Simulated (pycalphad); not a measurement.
Source of the numbers: pycalphad with the COST 507 light-alloy database (1999); pressure 1 atm. The database dates from 1999; later assessments differ in places, in temperatures and in the compounds included. Not assessed as a whole: an extrapolation from subsystems, which can miss ternary compounds. Phase fractions are per mole of atoms.

Q: Give the equilibrium state of Mg-8.3Al-20.2Si-1.29Mn (at.%) at 850 K.

A: MG2SI, fraction 0.595, with no Al, 33.3 Si, no Mn at.%; liquid, fraction 0.374, with 17.3 Al, 0.94 Si, 0.07 Mn at.%; AL8MN5_D810, fraction 0.031, with 59.2 Al, <0.01 Si, 40.8 Mn at.%.

Q: Give the equilibrium state of Mg-8.3Al-20.2Si-1.29Mn (at.%) at 825 K.

A: MG2SI, fraction 0.598, with no Al, 33.3 Si, no Mn at.%; liquid, fraction 0.368, with 16.9 Al, 0.68 Si, 0.04 Mn at.%; hcp, fraction 0.034, with 61.8 Al, <0.01 Si, 37.4 Mn at.%.

Database names, with the compositions (at.%) that they take in these runs: MG2SI: Mg 67 Si 33; AL8MN5_D810: Al 53-59 Mn 41-47. An entry "none" or "no" means that the model of the phase leaves that element out.
